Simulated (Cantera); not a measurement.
A closed system holds: 1 mol Si, 1.1 mol NF3, 15 mol N2, equilibrated at 22000 Pa.

Method: chemical equilibrium by Gibbs-energy minimisation in Cantera with the NASA 1993 tables (ideal gas, pure condensed phases). Candidate condensed phases: Si, Si3N4; 16 gas species. The numbers say what is thermodynamically allowed, not how fast it happens. All values below are at 725 K.

Base state: N2 0.949, SiF4 0.0507 (mole fractions); condensed: Si3N4(s).

Question: What changes in the equilibrium state with this change: NF3 from 1.1 to 6.2 mol?

Answer: 
| species | before | after |
|---|---|---|
| N2 | 0.949 | 0.722 |
| NF3 | <1e-9 | 0.196 |
| SiF4 | 0.0507 | 0.0453 |
| F2 | <1e-9 | 0.0358 |
| F | <1e-9 | 0.000941 |
| Si3N4(s), mol | 0.0583 | 0 |
